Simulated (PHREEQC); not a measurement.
Ca(OH)2 is added in steps, without added water, to 1 kg of water holding 0.23 mol NH4HF2 and 0.00045 mol H2SiF6, at 25 °C. Oxygen alone is held at its pressure in air (log pO2 = -0.68). CO2 from the air is kept out. The run lets Fluorite, Portlandite, SiO2(a) precipitate or redissolve, and no other solid.

Base run: PHREEQC, ion-association model, wateq4f.dat. Each further column changes one thing. The table gives Ca in solution (mol/kgw).

| Ca(OH)2 added (mol) | base | all activity coefficients set to 1 | database phreeqc.dat | Debye-Hückel limiting law | Davies equation for every ion |
|---|---|---|---|---|---|
| 0 | 0 | 0 | 0 | 0 | 0 |
| 0.0345 | 7.88e-9 | [?] | 6.02e-9 | [?] | 7.20e-9 |
| 0.0805 | 6.30e-9 | 1.71e-9 | [?] | 2.16e-8 | 5.76e-9 |
| 0.115 | 5.10e-9 | 1.45e-9 | 3.23e-9 | 1.71e-8 | [?] |
| 0.1495 | 7.77e-9 | [?] | 5.33e-9 | 1.98e-8 | 7.45e-9 |
| 0.1955 | 2.35e-8 | 8.04e-9 | [?] | 3.84e-8 | 2.37e-8 |
| 0.23 | 5.43e-6 | 3.63e-6 | 5.34e-6 | [?] | 5.46e-6 |

Problem. Complete the blanks.

Solution. 
- 0.0345, all activity coefficients set to 1: 2.05e-9
- 0.0345, Debye-Hückel limiting law: 2.75e-8
- 0.0805, database phreeqc.dat: 4.25e-9
- 0.115, Davies equation for every ion: 4.68e-9
- 0.1495, all activity coefficients set to 1: 2.29e-9
- 0.1955, database phreeqc.dat: 1.87e-8
- 0.23, Debye-Hückel limiting law: 5.66e-6

wateq4f.dat counts part of the HF as a dimer, H2F2, which phreeqc.dat doesn't know; its constant is uncertain. SiF6-2 is the database's only silicon fluoride. phreeqc.dat and wateq4f.dat share most of their constants, so their agreement is no independent check. Solids allowed in the column 'database phreeqc.dat': Fluorite, Chalcedony.
